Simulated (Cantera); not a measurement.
# Adiabatic ignition

An adiabatic, constant-volume homogeneous reactor starts with CH₄ : O₂ : N₂ = 1 : 6.25 : 23.5 (molar parts), equivalence ratio 0.32, at 1498 K and 100000 Pa.

Model: GRI-Mech 3.0 (53 species, 325 reactions), integrated in Cantera.

| t (s) | T (K) | P (bar) | x CH₄ | x O₂ | x CO₂ | x NO₂ | x N₂O | x CH₂O | x HO₂ |
|---|---|---|---|---|---|---|---|---|---|
| 4.00e-6 | 1498 | 1.000 | 0.0325 | 0.203 | <1e-12 | <1e-12 | <1e-12 | 2.11e-9 | 1.06e-7 |
| 9.25e-6 | 1498 | 1.000 | 0.0325 | 0.203 | 1.01e-12 | <1e-12 | <1e-12 | 1.28e-8 | 2.44e-7 |
| 2.14e-5 | 1498 | 1.000 | 0.0325 | 0.203 | 9.17e-12 | <1e-12 | 3.37e-12 | 7.69e-8 | 5.55e-7 |
| 4.95e-5 | 1498 | 1.000 | 0.0325 | 0.203 | 1.04e-10 | <1e-12 | 1.49e-11 | 4.76e-7 | 1.23e-6 |
| 0.000114 | 1498 | 1.000 | 0.0325 | 0.203 | 1.78e-9 | <1e-12 | 6.94e-11 | 3.35e-6 | 2.59e-6 |
| 0.000264 | 1498 | 1.00 | 0.0324 | 0.203 | 6.33e-8 | <1e-12 | 3.21e-10 | 3.15e-5 | 4.95e-6 |
| 0.000612 | 1505 | 1.00 | 0.0311 | 0.202 | 8.61e-6 | <1e-12 | 2.24e-9 | 0.000495 | 2.46e-5 |
| 0.00141 | 2327 | 1.56 | <1e-12 | 0.136 | 0.0314 | 1.95e-7 | 8.32e-7 | <1e-12 | 5.56e-6 |
| 0.00327 | 2329 | 1.56 | <1e-12 | 0.136 | 0.0315 | 6.21e-7 | 8.07e-7 | <1e-12 | 5.64e-6 |
| 0.00756 | 2327 | 1.56 | <1e-12 | 0.136 | 0.0315 | 1.56e-6 | 8.05e-7 | <1e-12 | 5.59e-6 |
| 0.0175 | 2323 | 1.56 | <1e-12 | 0.135 | 0.0315 | 3.51e-6 | 8.02e-7 | <1e-12 | 5.49e-6 |
| 0.0404 | 2315 | 1.55 | <1e-12 | 0.133 | 0.0315 | 6.94e-6 | 8.02e-7 | <1e-12 | 5.32e-6 |
| 0.0935 | 2306 | 1.54 | <1e-12 | 0.131 | 0.0316 | 1.10e-5 | 8.12e-7 | <1e-12 | 5.13e-6 |
| 0.216 | 2302 | 1.54 | <1e-12 | 0.131 | 0.0316 | 1.30e-5 | 8.21e-7 | <1e-12 | 5.03e-6 |
| 0.500 | 2301 | 1.54 | <1e-12 | 0.130 | 0.0316 | 1.33e-5 | 8.22e-7 | <1e-12 | 5.02e-6 |
x: mole fraction; the columns are a selection and need not sum to one.

```json
{
 "time_of_steepest_temperature_rise": "0.833 ms",
 "temperature at 0.500 s": "2301 K",
 "equilibrium_temperature": "2301 K",
 "x(CH₄) at 0.500 s": "<1e-12 (gas-phase equilibrium <1e-12)",
 "x(O₂) at 0.500 s": "0.130 (gas-phase equilibrium 0.130)",
 "x(CO₂) at 0.500 s": "0.0316 (gas-phase equilibrium 0.0316)"
}
```
